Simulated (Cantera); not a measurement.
Cantera run:

```python
import numpy as np
import cantera as ct

gas_names = """
    CL CLO CL2 O O2 O3 Si SiCL SiCL2 SiCL3 SiCL4 SiO SiO2 Si2 Si3
""".split()
cond_names = """
    Si(cr) Si(L) SiO2(Lqz) SiO2(hqz) SiO2(L)
""".split()


# ... load() reads the species with a 1 bar reference pressure and builds the phases ...
atoms = {
    'SiCl4': {'Si': 1, 'CL': 4},
    'O3': {'O': 3},
}
top_T = {}  # K; cautious upper limits of use, not melting points


# ... equilibrate(T, P, feed) seeds the gas with the atoms and calls Mixture.equilibrate('TP', solver="vcs", rtol=1e-11, max_steps=5000) ...
results = []
feed = {'SiCl4': 1, 'O3': 0.67}  # mol
T = 1975  # K
P = 1333.22  # Pa
mix = equilibrate(T, P, feed)
results.append((T, P, feed, dict(zip(mix.species_names, mix.species_moles))))
print(gas.report(threshold=0.0001))
for i in range(1, mix.n_phases):
    print(f"{mix.phase(i).name:16s} {mix.phase_moles(i):12.5e} mol")
```

It prints:

```
       temperature   1975 K
          pressure   1333.2 Pa
           density   0.0029588 kg/m^3
  mean mol. weight   36.444 kg/kmol
   phase of matter   gas

                          1 kg             1 kmol
                     ---------------   ---------------
          enthalpy        4.2648e+06        1.5542e+08  J
   internal energy        3.8142e+06          1.39e+08  J
           entropy            6772.8        2.4683e+05  J/K
    Gibbs function       -9.1115e+06       -3.3206e+08  J
 heat capacity c_p            599.79             21859  J/K
 heat capacity c_v            371.64             13544  J/K

                      mass frac. Y      mole frac. X     chem. pot. / RT
                     ---------------   ---------------   ---------------
                CL           0.94374           0.97019           -19.633
               CL2          0.054425          0.027975           -39.267
                 O        7.6201e-05        0.00017358           -19.832
                O2         0.0011619         0.0013234           -39.664
               SiO        0.00024957        0.00020631           -48.532
     [  +10 minor]        0.00034971         0.0001304

Si(L)             0.00000e+00 mol
SiO2(L)           9.98932e-01 mol
```

Method: chemical equilibrium by Gibbs-energy minimisation in Cantera with the NASA 1993 tables (ideal gas, pure condensed phases). The tables' values for SiO2, SiCl3 are old estimates; treat these amounts as uncertain. The tables hold silica as quartz up to 1696 K and as liquid above; real silica turns to tridymite and cristobalite and melts near 1996 K.
